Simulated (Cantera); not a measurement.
A perfectly stirred reactor is fed with CH4 : C2H6 : O2 : N2 = 1 : 0.19 : 6.66 : 25.1 (molar parts), equivalence ratio 0.40, at 11.0 bar; it is adiabatic with a 775 K inlet, and is followed from long to short residence time, starting on the burning branch (τ in s: 0.026, 0.014, 0.0072, 0.0038, 0.002, 0.0011, 0.00056, 0.0003, 0.00016, 8.3e-05, 4.4e-05, 2.3e-05, 1.2e-05).

Model: GRI-Mech 3.0 (53 species, 325 reactions), integrated in Cantera.

**Question.** What does this change do: N2 25.1 to 37 parts?

**Answer.** 
```
quantity                                                                        before                               after
------------------------------------------------  ------------------------------------  ----------------------------------
blow-out, bracketed by the residence times tried  burning at 0.560 ms, out at 0.300 ms  burning at 3.80 ms, out at 2.00 ms
x(CH4) at τ = 26.0 ms                                                          1.24e-5                             7.20e-5
x(C2H6) at τ = 26.0 ms                                                         5.72e-7                             3.58e-6
x(O2) at τ = 26.0 ms                                                             0.121                              0.0895
x(H2O) at τ = 26.0 ms                                                           0.0776                              0.0569
x(HCN) at τ = 26.0 ms                                                          1.88e-9                             1.15e-9
x(CH4) at τ = 0.560 ms                                                        0.000300                              0.0223
x(C2H6) at τ = 0.560 ms                                                        1.54e-5                             0.00424
x(O2) at τ = 0.560 ms                                                            0.124                               0.148
x(H2O) at τ = 0.560 ms                                                          0.0763                              <1e-12
x(HCN) at τ = 0.560 ms                                                         5.37e-9                              <1e-12
```

**Question.** What does this change do: C2H6 0.19 to 0.13 parts?

**Answer.** 
```
quantity                                                                        before                                after
------------------------------------------------  ------------------------------------  -----------------------------------
blow-out, bracketed by the residence times tried  burning at 0.560 ms, out at 0.300 ms  burning at 1.10 ms, out at 0.560 ms
x(CH4) at τ = 26.0 ms                                                          1.24e-5                              1.91e-5
x(C2H6) at τ = 26.0 ms                                                         5.72e-7                              6.25e-7
x(O2) at τ = 26.0 ms                                                             0.121                                0.128
x(H2O) at τ = 26.0 ms                                                           0.0776                               0.0724
x(HCN) at τ = 26.0 ms                                                          1.88e-9                              1.43e-9
x(CH4) at τ = 0.560 ms                                                        0.000300                               0.0304
x(C2H6) at τ = 0.560 ms                                                        1.54e-5                              0.00395
x(O2) at τ = 0.560 ms                                                            0.124                                0.202
x(H2O) at τ = 0.560 ms                                                          0.0763                               <1e-12
x(HCN) at τ = 0.560 ms                                                         5.37e-9                               <1e-12
```
